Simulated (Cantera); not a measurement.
Input (Python, Cantera) and output of one run.

```python
import numpy as np
import cantera as ct

gas_names = [...]  # 49 gases of nasa_gas.yaml made of B, Cl, H, N, O
cond_names = """
    B(b) B(L) BN(s) B2O3(L) B3O3H3(cr) H2O(s) H2O(L) NH4CL(a) NH4CL(b)
""".split()


# ... load() reads the species with a 1 bar reference pressure and builds the phases ...
atoms = {
    'BN': {'B': 1, 'N': 1},
    'H2O': {'H': 2, 'O': 1},
    'N2': {'N': 2},
    'HCl': {'H': 1, 'CL': 1},
}
top_T = {'BN(s)': 3200}  # K; cautious upper limits of use, not melting points


# ... equilibrate(T, P, feed) seeds the gas with the atoms and calls Mixture.equilibrate('TP', solver="vcs", rtol=1e-11, max_steps=5000) ...
results = []
feed = {'BN': 1, 'H2O': 2.1, 'N2': 19, 'HCl': 40}  # mol
P = 240  # Pa
for T in [898, 1098, 1298, 1498, 1698, 1898, 2098]:
    mix = equilibrate(T, P, feed)
    results.append((T, P, feed, dict(zip(mix.species_names, mix.species_moles))))
    x = sorted(zip(gas.X, gas.species_names), reverse=True)
    print(f"T = {T:g} K  P = {P:g} Pa  gas = {mix.phase_moles(0):.4g} mol")
    print("   x: " + "  ".join(f"{s} {v:.3e}" for v, s in x if v > 0.0001))
    print("   condensed (mol): " + ("  ".join(f"{mix.phase(i).name} {mix.phase_moles(i):.4g}"
          for i in range(1, mix.n_phases) if mix.phase_moles(i) > 1e-12) or "none"))
```

Result:

```
T = 898 K  P = 240 Pa  gas = 61.6 mol
   x: HCL 6.493e-01  N2 3.166e-01  H2 2.435e-02  H2O 9.734e-03
   condensed (mol): B2O3(L) 0.4996
T = 1098 K  P = 240 Pa  gas = 61.61 mol
   x: HCL 6.492e-01  N2 3.165e-01  H2 2.435e-02  H2O 9.570e-03  HBO2 3.364e-04
   condensed (mol): B2O3(L) 0.4895
T = 1298 K  P = 240 Pa  gas = 61.77 mol
   x: HCL 6.474e-01  N2 3.157e-01  H2 2.432e-02  H2O 7.170e-03  HBO2 5.193e-03  BOCL 1.015e-04
   condensed (mol): B2O3(L) 0.3318
T = 1498 K  P = 240 Pa  gas = 62.14 mol
   x: HCL 6.412e-01  N2 3.138e-01  H2 2.465e-02  HBO2 1.217e-02  H2O 4.258e-03  BOCL 1.325e-03  B2O3 1.276e-03  CL 1.155e-03
   condensed (mol): none
T = 1698 K  P = 240 Pa  gas = 62.39 mol
   x: HCL 6.302e-01  N2 3.126e-01  H2 2.802e-02  HBO2 1.091e-02  CL 8.642e-03  H2O 5.378e-03  BOCL 2.327e-03  B2O3 1.324e-03  H 4.941e-04
   condensed (mol): none
T = 1898 K  P = 240 Pa  gas = 63.35 mol
   x: HCL 5.923e-01  N2 3.078e-01  H2 3.970e-02  CL 3.580e-02  HBO2 9.501e-03  H2O 6.520e-03  BOCL 3.254e-03  H 3.179e-03  B2O3 1.221e-03  BO 2.844e-04  HBO 2.213e-04
   condensed (mol): none
T = 2098 K  P = 240 Pa  gas = 65.81 mol
   x: HCL 5.094e-01  N2 2.963e-01  CL 9.494e-02  H2 6.154e-02  H 1.558e-02  H2O 7.644e-03  HBO2 7.590e-03  BOCL 3.439e-03  BO 1.576e-03  B2O3 9.128e-04  HBO 4.695e-04  BO2 2.749e-04  OH 2.297e-04
   condensed (mol): none
```

Cantera equilibrium calculation (NASA polynomials, part measured and part estimated; ideal gas, pure solids and liquids). The tables' values for BOCl are old estimates; treat these amounts as uncertain.
